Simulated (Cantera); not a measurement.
What does this Cantera script print?

```python
import numpy as np
import cantera as ct

gas_names = [...]  # 151 gases of nasa_gas.yaml made of C, H, N, O, Si
cond_names = """
    C(gr) C6H6(L) C7H8(L) C8H18(L),n-octa H2O(s) H2O(L) Si(cr) Si(L) SiC(b) SiO2(Lqz) SiO2(hqz) SiO2(L)
    Si2N2O(s) Si3N4(a)
""".split()


# ... load() reads the species with a 1 bar reference pressure and builds the phases ...
atoms = {
    'Si3N4': {'Si': 3, 'N': 4},
    'CO2': {'C': 1, 'O': 2},
    'H2': {'H': 2},
}
top_T = {'C(gr)': 4500, 'SiC(b)': 3050, 'Si2N2O(s)': 2100, 'Si3N4(a)': 2400}  # K; cautious upper limits of use, not melting points


# ... equilibrate(T, P, feed) seeds the gas with the atoms and calls Mixture.equilibrate('TP', solver="vcs", rtol=1e-11, max_steps=5000) ...
results = []
feed = {'Si3N4': 1, 'CO2': 0.045, 'H2': 41}  # mol
T = 1473.15  # K
P = 7200  # Pa
mix = equilibrate(T, P, feed)
results.append((T, P, feed, dict(zip(mix.species_names, mix.species_moles))))
print(gas.report(threshold=1e-05))
for i in range(1, mix.n_phases):
    print(f"{mix.phase(i).name:16s} {mix.phase_moles(i):12.5e} mol")
```

Result:

```
       temperature   1473.2 K
          pressure   7200 Pa
           density   0.0012075 kg/m^3
  mean mol. weight   2.0542 kg/kmol
   phase of matter   gas

                          1 kg             1 kmol
                     ---------------   ---------------
          enthalpy        1.7272e+07        3.5478e+07  J
   internal energy        1.1309e+07         2.323e+07  J
           entropy             97546        2.0037e+05  J/K
    Gibbs function       -1.2643e+08        -2.597e+08  J
 heat capacity c_p             15702             32254  J/K
 heat capacity c_v             11654             23940  J/K

                      mass frac. Y      mole frac. X     chem. pot. / RT
                     ---------------   ---------------   ---------------
                 H        2.3162e-05          4.72e-05           -10.591
                H2           0.97994           0.99848           -21.183
                N2          0.019903         0.0014594           -35.117
     [ +148 minor]        0.00013554        9.1557e-06

C(gr)             0.00000e+00 mol
Si(cr)            0.00000e+00 mol
SiC(b)            4.48161e-02 mol
SiO2(hqz)         0.00000e+00 mol
Si2N2O(s)         8.98134e-02 mol
Si3N4(a)          9.25124e-01 mol
```

Equilibrium computed with Cantera from the NASA thermochemical tables; the gas is ideal and each condensed phase is pure. Mutual solubility and eutectic melting of coexisting phases are not modelled.
